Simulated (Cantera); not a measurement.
Input (Python, Cantera) and output of one run.

```python
import numpy as np
import cantera as ct

gas_names = """
    H HO2 H2 H2O H2O2 O OH O2 O3 Ti TiO TiO2
""".split()
cond_names = """
    H2O(s) H2O(L) Ti(a) Ti(b) Ti(L) TiO(a) TiO(b) TiO(L) TiO2(ru) TiO2(L) Ti2O3(a) Ti2O3(b) Ti2O3(L)
    Ti3O5(a) Ti3O5(b) Ti3O5(L) Ti4O7(s) Ti4O7(L)
""".split()


# ... load() reads the species with a 1 bar reference pressure and builds the phases ...
atoms = {
    'Ti': {'Ti': 1},
    'H2O': {'H': 2, 'O': 1},
}
top_T = {}  # K; cautious upper limits of use, not melting points


# ... equilibrate(T, P, feed) seeds the gas with the atoms and calls Mixture.equilibrate('TP', solver="vcs", rtol=1e-11, max_steps=5000) ...
results = []
feed = {'Ti': 1, 'H2O': 0.32}  # mol
P = 43  # Pa
for T in [1173, 1248, 1323, 1398, 1473, 1548, 1623, 1698, 1773, 1848]:
    mix = equilibrate(T, P, feed)
    results.append((T, P, feed, dict(zip(mix.species_names, mix.species_moles))))

top = {s: max(r[3][s] / sum(r[3][g] for g in gas_names) for r in results) for s in gas_names}
cols = sorted((s for s in top if top[s] > 0.001), key=lambda s: -top[s])[:6]
seen = [c for c in cond_names if any(r[3].get(c, 0) > 1e-12 for r in results)]
print("log10 of partial pressures in bar; condensed amounts in mol")
print(f"{'T/K':>10s}" + "".join(f"{s[:9]:>10s}" for s in cols + seen))
for T, P, feed, n in results:
    ng = sum(n[g] for g in gas_names)
    print(f"{T:10.4g}" + "".join(f"{np.log10(max(n[s] / ng * P / 1e5, 1e-99)):10.3f}" for s in cols)
          + "".join(f"{n.get(c, 0):10.4g}" for c in seen))
```

Output:

```
log10 of partial pressures in bar; condensed amounts in mol
       T/K        H2         H        Ti     Ti(b)    TiO(a)    TiO(b)
      1173    -3.367    -8.612   -13.445      0.68      0.32         0
      1248    -3.367    -8.014   -12.208      0.68      0.32         0
      1323    -3.367    -7.483   -11.113      0.68         0      0.32
      1398    -3.367    -7.008   -10.137      0.68         0      0.32
      1473    -3.367    -6.581    -9.261      0.68         0      0.32
      1548    -3.367    -6.195    -8.472      0.68         0      0.32
      1623    -3.368    -5.844    -7.757      0.68         0      0.32
      1698    -3.370    -5.525    -7.106    0.6799         0      0.32
      1773    -3.373    -5.232    -6.512    0.6798         0      0.32
      1848    -3.379    -4.965    -5.967    0.6792         0      0.32
```

Cantera equilibrium calculation (NASA polynomials, part measured and part estimated; ideal gas, pure solids and liquids). Mutual solubility and eutectic melting of coexisting phases are not modelled. TiO: taken at fixed stoichiometry. Condensed phases not in the tables: N, O or C dissolved in the metal.
